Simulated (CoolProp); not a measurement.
A single-stage vapour-compression cycle with the fluid: evaporating at 328.15 K (dew point), condensing at 384.15 K (bubble point), superheat 8 K, subcooling 2 K, compressor efficiency 0.65, no pressure losses. The same conditions are run with several fluids, on thermodynamics alone (safety and materials aside).

The numbers come from the reference Helmholtz-energy equation of state of each fluid (R142b: Lemmon 2006; cyclopentane: Gedanitz 2015; cyclopropane: Polt 1992; R1233zd(E): Akasaka 2022; trans-2-butene: Lemmon 2005; R236FA: Pan 2012) in CoolProp. The equations of Platzer and Polt are older, rougher fits.

| fluid | cooling COP | pressure ratio | discharge temperature (K) | refrigerating effect (kJ/kg) | volumetric capacity (kJ/m³) |
|---|---|---|---|---|---|
| R142b | 2.47 | ? | 402.3 | 104 | 3410 |
| cyclopentane | 3.12 | 4.40 | ? | 282 | 895 |
| cyclopropane | ? | 2.92 | 411.4 | 205 | ? |
| R1233zd(E) | ? | 3.87 | 396.4 | ? | 1910 |
| trans-2-butene | 2.67 | 3.39 | 397.9 | ? | 2690 |
| R236FA | ? | 3.63 | 391.4 | 55.3 | 2380 |

**Question.** What belongs in the gaps?

**Answer.** 
- R142b, pressure ratio: 3.29
- cyclopentane, discharge temperature (K): 401.5
- cyclopropane, cooling COP: 2.33
- cyclopropane, volumetric capacity (kJ/m³): 5760
- R1233zd(E), cooling COP: 2.74
- R1233zd(E), refrigerating effect (kJ/kg): 109
- trans-2-butene, refrigerating effect (kJ/kg): 215
- R236FA, cooling COP: 1.98
